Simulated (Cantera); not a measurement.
Charge: 1 mol SiH₂Cl₂, 7 mol N₂, 15 mol H₂, at 1050 K and 13300 Pa.

Cantera equilibrium calculation (NASA polynomials, part measured and part estimated; ideal gas, pure solids and liquids). Candidate condensed phases: NH₄Cl, Si, Si₃N₄; 28 gas species. N₂ is the only nitrogen source here; it is nearly inert below about 1500 K, so the nitride shown seldom forms there in practice. Kinetics and transport are ignored.

What is the equilibrium state?


| Item | Result |
|---|---|
| x(H₂) | 0.643 |
| x(N₂) | 0.271 |
| x(HCl) | 0.0855 |
| x(SiCl₄) | 3.93e-5 |
| x(NH₃) | 1.52e-5 |
| x(SiHCl₃) | 3.06e-6 |
| n(Si₃N₄(s)) | 0.333 mol |
| gas amount | 23.33 mol |
| log10 activity of Si(s) (absent) | -5.61 |
